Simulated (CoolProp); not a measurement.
Octamethylcyclotetrasiloxane (D4) along the isobar 1.01 bar: density (kg/m³) from the reference equation and from simpler models built on Tc = 313.4 °C, pc = 13.47 bar, ω = 0.598; each cubic takes its own stable root.

Computed with CoolProp (reference Helmholtz-energy equation of state, Thol 2015).

```tsv
T (°C)	phase	reference
266.85	gas	6.929
275.75	gas	6.801
284.65	gas	6.678
293.55	gas	6.560
302.35	gas	6.447
311.25	gas	6.338
320.15	gas	6.233
329.05	gas	6.132
337.95	gas	6.034
346.85	gas	5.940
```

Q: How far does each simpler model (ideal gas, van der Waals, Redlich-Kwong, Soave-Redlich-Kwong, Peng-Robinson) lie from the reference over these 10 states: mean and median of the absolute difference, and the worst?

A: 
- ideal gas: mean 2.9 %, median 2.8 %, worst -3.7 % at 266.85 °C and 1.01 bar
- van der Waals: mean 0.5 %, median 0.5 %, worst -1.0 % at 266.85 °C and 1.01 bar
- Redlich-Kwong: mean 0.2 %, median 0.1 %, worst -0.4 % at 266.85 °C and 1.01 bar
- Soave-Redlich-Kwong: mean 0.1 %, median 0.1 %, worst -0.1 % at 266.85 °C and 1.01 bar
- Peng-Robinson: mean 0.2 %, median 0.2 %, worst +0.2 % at 284.65 °C and 1.01 bar
